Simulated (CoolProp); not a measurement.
Vapour-liquid equilibrium of cyclohexane (1) + n-dodecane (2) at 408.5 K; x and y are mole fractions of (1).

The numbers come from the multi-fluid Helmholtz-energy mixture model, Zhou 2014 and Lemmon 2004; pair parameters Bell 2016 in CoolProp.

```tsv
x	bubble pressure (MPa)	y at the bubble point	dew pressure at overall composition x (MPa)	liquid density (mol/L)
0.05	0.02381	0.635	0.009473	3.998
0.125	0.04718	0.828	0.01027	4.170
0.2	0.07202	…	0.01121	4.355
0.275	0.09836	0.929	0.01233	4.556
0.35	0.1262	0.950	…	4.774
0.425	0.1554	0.964	…	5.010
0.5	0.1858	0.973	0.01764	5.269
0.575	0.2174	0.980	0.02060	…
0.65	0.2499	0.986	0.02474	5.865
0.725	…	0.990	0.03095	6.209
0.8	0.3169	0.994	0.04134	…
0.875	0.3510	0.996	0.06224	…
0.95	…	0.999	0.1262	7.499
```

Problem. Some entries are withheld; supply them.

Solution. 
- 0.2, y at the bubble point: 0.895
- 0.35, dew pressure at overall composition x (MPa): 0.01371
- 0.425, dew pressure at overall composition x (MPa): 0.01543
- 0.575, liquid density (mol/L): 5.553
- 0.725, bubble pressure (MPa): 0.2832
- 0.8, liquid density (mol/L): 6.592
- 0.875, liquid density (mol/L): 7.020
- 0.95, bubble pressure (MPa): 0.3851

No azeotrope shows between x = 0.05 and 0.95.

The pair parameters rest on a limited set of measurements; away from them the model extrapolates.
